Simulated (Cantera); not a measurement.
A closed system holds: 1 mol MgCO3, 0.12 mol H2S, 8.1 mol H2O, at 1.20 bar.

Equilibrium computed with Cantera from the NASA thermochemical tables; the gas is ideal and each condensed phase is pure. Candidate condensed phases: C, C6H6, C7H8, C8H18, H2O, H2SO4, Mg, MgCO3, MgO, Mg(OH)2, MgS, MgSO4, S; 130 gas species. The numbers say what is thermodynamically allowed, not how fast it happens.

At 350 °C, list the 4 most abundant gas species with their mole fractions, and the condensed phases.

H2O 0.878, CO2 0.108, H2S 0.0130, H2 0.000118. Condensed: MgO(s).
